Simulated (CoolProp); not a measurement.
Saturation properties of R115.

Values from CoolProp's reference Helmholtz-energy equation of state, Lemmon 2016.

```tsv
T (K)	p (MPa)	liquid cp (kJ/(kg K))	vapour Z
265.2	0.3404	1.001	0.8982
269.7	0.3949	1.012	0.8869
274.2	0.4557	1.025	0.8747
278.7	0.5232	1.038	0.8618
283.2	0.5979	1.053	0.8480
287.7	0.6802	1.068	0.8333
292.2	0.7707	1.085	0.8175
296.7	0.8697	1.104	0.8008
301.2	0.9779	1.125	0.7828
305.7	1.096	1.149	0.7637
```

It boils at 233.9 K under 1 atm.
